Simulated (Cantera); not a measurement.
## Moist CO burnout

An isothermal, constant-pressure homogeneous reactor starts with 1.66 % CO, 0.387 % O2, 5.89 % H2O, 92.1 % N2, equivalence ratio 2.1, at 1475 K and 0.220 bar.

Detailed kinetics in Cantera: GRI-Mech 3.0 (53 species, 325 reactions).

```csv
t (s),x CO,x O2,x H2O,x H,x NO2,x O
0.000700,0.0166,0.00387,0.0589,2.38e-8,<1e-12,1.02e-8
0.00184,0.0166,0.00387,0.0589,4.92e-7,<1e-12,1.74e-7
0.00484,0.0140,0.00326,0.0571,0.000515,<1e-12,0.000141
0.0127,0.00387,0.000910,0.0514,0.00261,2.89e-12,0.000224
0.0334,0.00350,0.000355,0.0526,0.00143,4.00e-12,7.93e-5
0.0878,0.00337,7.77e-5,0.0533,0.000631,2.42e-12,1.65e-5
0.231,0.00336,1.11e-5,0.0535,0.000238,1.07e-12,2.35e-6
0.607,0.00337,1.43e-6,0.0536,8.58e-5,<1e-12,3.02e-7
1.59,0.00337,1.89e-7,0.0536,3.13e-5,<1e-12,3.99e-8
4.19,0.00337,2.61e-8,0.0536,1.16e-5,<1e-12,5.51e-9
11.0,0.00337,4.06e-9,0.0536,4.60e-6,<1e-12,8.62e-10
29.0,0.00337,1.10e-9,0.0536,2.41e-6,<1e-12,2.37e-10
76.1,0.00337,8.03e-10,0.0536,2.08e-6,<1e-12,1.75e-10
200,0.00337,7.96e-10,0.0536,2.07e-6,<1e-12,1.74e-10
```
x: mole fraction; the columns are a selection and need not sum to one.

Equilibrium at this temperature and pressure: CO 0.00337, O2 7.95e-10, H2O 0.0537, H 2.06e-6, NO2 <1e-12, O 1.74e-10 (gas phase only).
